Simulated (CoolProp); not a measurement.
Ethylene along the isobar 2700 kPa: density (kg/m³) from the reference equation and from simpler models built on Tc = 282.4 K, pc = 5042 kPa, ω = 0.087; each cubic takes its own stable root.

Computed with CoolProp (reference Helmholtz-energy equation of state, Smukala 2000).

```tsv
T (K)	phase	reference
131.5	liquid	620.9
140.2	liquid	609.6
148.9	liquid	598.2
157.6	liquid	586.5
166.3	liquid	574.6
175	liquid	562.3
183.7	liquid	549.8
192.5	liquid	536.6
201.2	liquid	522.9
209.9	liquid	508.6
218.6	liquid	493.4
227.3	liquid	477.0
236	liquid	459.0
244.7	liquid	438.5
253.4	liquid	414.0
```

Q: How far does each simpler model (van der Waals, Soave-Redlich-Kwong, Peng-Robinson) lie from the reference over these 15 states: mean and median of the absolute difference, and the worst?

A: 
- van der Waals: mean 41.4 %, median 34.3 %, worst -88.1 % at 253.4 K and 2700 kPa
- Soave-Redlich-Kwong: mean 5.1 %, median 3.9 %, worst -11.0 % at 253.4 K and 2700 kPa
- Peng-Robinson: mean 7.2 %, median 8.3 %, worst +9.0 % at 166.3 K and 2700 kPa

At some of these states van der Waals gives the other phase, because its saturation line lies elsewhere.
